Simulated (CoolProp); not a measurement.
Vapour-liquid equilibrium of ethylene (1) + isobutane (2) at 0.209 MPa; x and y are mole fractions of (1).

The numbers come from the multi-fluid Helmholtz-energy mixture model, Smukala 2000 and Bücker 2006; pair parameters Bell 2016 in CoolProp.

```csv
x,bubble temperature (K),y at the bubble point,dew temperature at overall composition x (K),liquid density (mol/L)
0.05,262.2,0.507,280.0,10.41
0.2,226.7,0.915,275.0,11.87
0.35,209.7,0.975,269.3,13.12
0.5,199.5,0.990,262.5,14.40
0.65,192.7,0.996,254.1,15.78
0.8,187.7,0.999,242.1,17.29
0.95,183.8,1.000,218.6,18.95
```

No azeotrope shows between x = 0.05 and 0.95.

Pair parameters are fitted to limited data, so mixtures are less certain than the pure fluids.
